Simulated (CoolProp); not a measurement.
A single-stage vapour-compression cycle with R236FA: evaporating at 286.15 K (dew point), condensing at 348.15 K (bubble point), superheat 0 K, subcooling 0 K, compressor efficiency 0.6, no pressure losses. Each further row changes one setting.

Values from CoolProp's reference Helmholtz-energy equation of state, Pan 2012.

```tsv
case	cooling COP	pressure ratio	discharge temperature (K)	refrigerating effect (kJ/kg)	volumetric capacity (kJ/m³)
as stated	1.67	6.21	351.8	71.7	880
evaporating temperature 291.15 K	1.93	5.19	___	___	1100
condensing temperature 343.15 K	1.95	___	347.0	78.7	965
subcooling 5 K	___	6.21	351.8	78.7	965
superheat 10 K	___	6.21	362.0	80.2	___
compressor efficiency 0.5	___	6.21	___	71.7	880
```

### Question
What belongs in the gaps?

### Answer

- evaporating temperature 291.15 K, discharge temperature (K): 351.2
- evaporating temperature 291.15 K, refrigerating effect (kJ/kg): 75.1
- condensing temperature 343.15 K, pressure ratio: 5.50
- subcooling 5 K, cooling COP: 1.83
- superheat 10 K, cooling COP: 1.75
- superheat 10 K, volumetric capacity (kJ/m³): 942
- compressor efficiency 0.5, cooling COP: 1.39
- compressor efficiency 0.5, discharge temperature (K): 359.6
